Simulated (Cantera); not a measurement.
An adiabatic, constant-pressure homogeneous reactor starts with 6.52 % CH3OH, 19.6 % O2, 73.7 % N2, 0.176 % H2O, equivalence ratio 0.50, at 1650 K and 1.00 bar.

Detailed kinetics in Cantera: GRI-Mech 3.0 (53 species, 325 reactions). GRI-Mech 3.0 was tuned for natural gas; its chemistry of methanol as a main component is partial and can be far from experiment.

**Question.** Predict: time of steepest temperature rise; temperature at 0.400 s; equilibrium temperature; x(O2) at 0.400 s; x(NO) at 0.400 s; x(N2O) at 0.400 s; x(OH) at 0.400 s.

**Answer.** 
```json
{
 "time_of_steepest_temperature_rise": "90.9 µs",
 "temperature at 0.400 s": "2521 K",
 "equilibrium_temperature": "2521 K",
 "x(O2) at 0.400 s": "0.0862 (gas-phase equilibrium 0.0862)",
 "x(NO) at 0.400 s": "0.0144 (gas-phase equilibrium 0.0144)",
 "x(N2O) at 0.400 s": "7.55e-7 (gas-phase equilibrium 7.55e-7)",
 "x(OH) at 0.400 s": "0.0134 (gas-phase equilibrium 0.0134)"
}
```
